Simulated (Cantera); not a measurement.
# N2O furnace oxynitridation

An isothermal, constant-pressure homogeneous reactor starts with N2O : H2O = 1 : 0.026 (molar parts), at 1100 K and 0.0267 bar.

Cantera simulation using GRI-Mech 3.0 (53 species, 325 reactions); the numbers are that mechanism's predictions, not measurements. GRI-Mech 3.0 was tuned for natural gas; its chemistry of N2O as a main component is partial and can be far from experiment. Radical loss at walls, strong at low pressure, is not modelled. The mechanism lacks the step 2 NO + O2 → 2 NO2, which can matter for NO2 below about 1400 K. The temperature is held fixed by assumption; the heat of reaction is taken as removed at once.

```tsv
t (s)	x N2O	x H2O	x H2	x H2O2	x NO2	x H	x O2
8.00e-5	0.975	0.0253	<1e-12	<1e-12	<1e-12	<1e-12	9.51e-9
0.000204	0.975	0.0253	<1e-12	<1e-12	<1e-12	<1e-12	5.50e-8
0.000521	0.975	0.0253	<1e-12	<1e-12	<1e-12	<1e-12	2.73e-7
0.00133	0.975	0.0253	<1e-12	<1e-12	<1e-12	2.44e-12	1.05e-6
0.00340	0.975	0.0253	1.33e-12	<1e-12	2.10e-12	7.65e-12	3.20e-6
0.00868	0.975	0.0253	1.47e-11	5.12e-12	1.00e-10	2.00e-11	8.69e-6
0.0222	0.975	0.0253	1.26e-10	2.19e-10	3.94e-9	4.68e-11	2.27e-5
0.0566	0.974	0.0253	7.79e-10	7.29e-9	1.13e-7	9.37e-11	5.86e-5
0.144	0.974	0.0253	3.44e-9	5.26e-8	1.66e-6	1.48e-10	0.000151
0.369	0.973	0.0253	9.74e-9	4.61e-8	1.04e-5	1.72e-10	0.000389
0.941	0.971	0.0253	1.64e-8	2.34e-8	3.98e-5	1.81e-10	0.000996
2.40	0.966	0.0253	1.36e-8	1.18e-8	0.000113	1.80e-10	0.00254
6.14	0.954	0.0252	7.19e-9	5.04e-9	0.000230	1.70e-10	0.00644
15.7	0.923	0.0249	4.81e-9	1.83e-9	0.000339	1.66e-10	0.0161
40.0	0.851	0.0243	4.03e-9	8.15e-10	0.000384	1.72e-10	0.0390
```
x: mole fraction; the columns are a selection and need not sum to one.

Equilibrium at this temperature and pressure: N2O 1.09e-9, H2O 0.0170, H2 2.42e-10, H2O2 1.44e-11, NO2 5.66e-7, H 2.48e-12, O2 0.328 (gas phase only).
